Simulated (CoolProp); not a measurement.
Vapour-liquid equilibrium of CH2F2 (R32) (1) + R236EA (2) at 0.555 MPa; x and y are mole fractions of (1).

The numbers come from the multi-fluid Helmholtz-energy mixture model, Tillner-Roth 1997 and Rui 2013; pair parameters Bell 2016 in CoolProp.

```tsv
x	bubble temperature, mixture model (K)	bubble temperature, Raoult's law (K)	y, mixture model	y, Raoult's law
0.05	323.7	320.9	…	0.269
0.2	306.7	301.6	…	0.666
0.35	293.3	289.0	…	0.827
0.5	…	280.0	0.875	0.906
0.65	…	273.1	…	0.951
0.8	268.5	267.6	…	0.978
0.95	…	263.1	0.994	0.996
```

Complete the blanks.


- 0.05, y, mixture model: 0.184
- 0.2, y, mixture model: 0.565
- 0.35, y, mixture model: 0.768
- 0.5, bubble temperature, mixture model (K): 283.0
- 0.65, bubble temperature, mixture model (K): 274.9
- 0.65, y, mixture model: 0.936
- 0.8, y, mixture model: 0.972
- 0.95, bubble temperature, mixture model (K): 263.3

The largest gap from Raoult's law is +5.1 K in bubble temperature, at x = 0.2. No azeotrope shows between x = 0.05 and 0.95.

The pair parameters rest on a limited set of measurements; away from them the model extrapolates.
